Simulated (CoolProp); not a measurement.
C2F6 (R116) along the isotherm 215.3 K: fugacity coefficient from the reference equation and from simpler models built on Tc = 293.0 K, pc = 3.048 MPa, ω = 0.257; each cubic takes its own stable root.

Values from CoolProp's reference Helmholtz-energy equation of state, Lemmon 2006. It is a short technical equation, of lower accuracy than the large ones.

```json
[
 {"p (MPa)": "0.00482", "phase": "gas", "reference": "0.9985", "van der Waals": "0.9990", "Redlich-Kwong": "0.9987", "Soave-Redlich-Kwong": "0.9986", "Peng-Robinson": "0.9985"},
 {"p (MPa)": "0.00779", "phase": "gas", "reference": "0.9976", "van der Waals": "0.9984", "Redlich-Kwong": "0.9979", "Soave-Redlich-Kwong": "0.9977", "Peng-Robinson": "0.9976"},
 {"p (MPa)": "0.0126", "phase": "gas", "reference": "0.9962", "van der Waals": "0.9975", "Redlich-Kwong": "0.9967", "Soave-Redlich-Kwong": "0.9963", "Peng-Robinson": "0.9961"},
 {"p (MPa)": "0.0203", "phase": "gas", "reference": "0.9938", "van der Waals": "0.9959", "Redlich-Kwong": "0.9946", "Soave-Redlich-Kwong": "0.9941", "Peng-Robinson": "0.9938"},
 {"p (MPa)": "0.0328", "phase": "gas", "reference": "0.9900", "van der Waals": "0.9934", "Redlich-Kwong": "0.9913", "Soave-Redlich-Kwong": "0.9905", "Peng-Robinson": "0.9900"},
 {"p (MPa)": "0.053", "phase": "gas", "reference": "0.9839", "van der Waals": "0.9894", "Redlich-Kwong": "0.9860", "Soave-Redlich-Kwong": "0.9847", "Peng-Robinson": "0.9838"},
 {"p (MPa)": "0.0857", "phase": "gas", "reference": "0.9739", "van der Waals": "0.9828", "Redlich-Kwong": "0.9774", "Soave-Redlich-Kwong": "0.9752", "Peng-Robinson": "0.9739"},
 {"p (MPa)": "0.138", "phase": "gas", "reference": "0.9580", "van der Waals": "0.9723", "Redlich-Kwong": "0.9636", "Soave-Redlich-Kwong": "0.9601", "Peng-Robinson": "0.9580"},
 {"p (MPa)": "0.224", "phase": "gas", "reference": "0.9317", "van der Waals": "0.9551", "Redlich-Kwong": "0.9410", "Soave-Redlich-Kwong": "0.9353", "Peng-Robinson": "0.9320"},
 {"p (MPa)": "0.361", "phase": "liquid", "reference": "0.6845", "van der Waals": "0.9277", "Redlich-Kwong": "0.9051", "Soave-Redlich-Kwong": "0.6900", "Peng-Robinson": "0.6817"},
 {"p (MPa)": "0.584", "phase": "liquid", "reference": "0.4280", "van der Waals": "0.8828", "Redlich-Kwong": "0.6138", "Soave-Redlich-Kwong": "0.4317", "Peng-Robinson": "0.4259"},
 {"p (MPa)": "0.943", "phase": "liquid", "reference": "0.2699", "van der Waals": "0.7055", "Redlich-Kwong": "0.3879", "Soave-Redlich-Kwong": "0.2725", "Peng-Robinson": "0.2682"},
 {"p (MPa)": "1.52", "phase": "liquid", "reference": "0.1724", "van der Waals": "0.4584", "Redlich-Kwong": "0.2485", "Soave-Redlich-Kwong": "0.1744", "Peng-Robinson": "0.1710"}
]
```

At some of these states van der Waals, Redlich-Kwong gives the other phase, because its saturation line lies elsewhere.
